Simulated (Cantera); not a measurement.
A closed system holds: 1 mol Fe(CO)5, 0.76 mol O2, 0.62 mol H2, equilibrated at 1673 K and 0.470 bar.

Method: chemical equilibrium by Gibbs-energy minimisation in Cantera with the NASA 1993 tables (ideal gas, pure condensed phases). Candidate condensed phases: C, C6H6, C7H8, C8H18, Fe, Fe(CO)5, FeO, Fe(OH)2, Fe(OH)3, Fe2O3, Fe3O4, H2O; 114 gas species. Mutual solubility and eutectic melting of coexisting phases are not modelled. The tables' stoichiometric FeO is somewhat more stable than real wüstite, so its field is too wide. FeO: taken at fixed stoichiometry. Kinetics and transport are ignored.

Base state: CO 0.778, CO2 0.111, H2 0.0749, H2O 0.0354, H 4.55e-5 (mole fractions); condensed: Fe(δ) + FeO(l).

What changes in the equilibrium state with this change: H2 from 0.62 to 2.1 mol?


```csv
species,before,after
CO,0.778,0.616
H2,0.0749,0.201
H2O,0.0354,0.0949
CO2,0.111,0.0881
H,4.55e-5,7.44e-5
"Fe(δ), mol",0.304,0.779
"FeO(l), mol",0.696,0.221
```

What changes in the equilibrium state with this change: O2 from 0.76 to 0.011 mol?


```csv
species,before,after
CO,0.778,0.887
H2,0.0749,0.109
CO2,0.111,0.00278
H2O,0.0354,0.00113
H,4.55e-5,5.49e-5
"Fe(δ), mol",0.304,1.000
"FeO(l), mol",0.696,0
```
